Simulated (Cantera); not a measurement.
Cantera with NASA thermochemical tables; ideal gases at 1 bar, condensed phases pure. Values are per mole of reaction as written; species without (g) are pure solids or liquids, kept so even where they would boil at 1 bar. The tables' values for SiF₂ are old estimates.

Problem. Between 1348 and 2548 K, where is each reaction favourable under standard conditions?
- Ba + F₂(g) = BaF₂
- Si + F₂(g) = SiF₂(g)
- Cu + F₂(g) = CuF₂(g)

Solution. 
- Ba + F₂(g) = BaF₂: ΔG° is -992 kJ at 1348 K and -841 kJ at 2548 K; it stays negative (K > 1). ΔH° is -1137 kJ and ΔS° -116 J/K at 2548 K.
- Si + F₂(g) = SiF₂(g): ΔG° is -628 kJ at 1348 K and -628 kJ at 2548 K; it stays negative (K > 1). ΔH° is -656 kJ and ΔS° -11 J/K at 2548 K.
- Cu + F₂(g) = CuF₂(g): ΔG° is -302 kJ at 1348 K and -307 kJ at 2548 K; it stays negative (K > 1). ΔH° is -304 kJ and ΔS° 1 J/K at 2548 K.
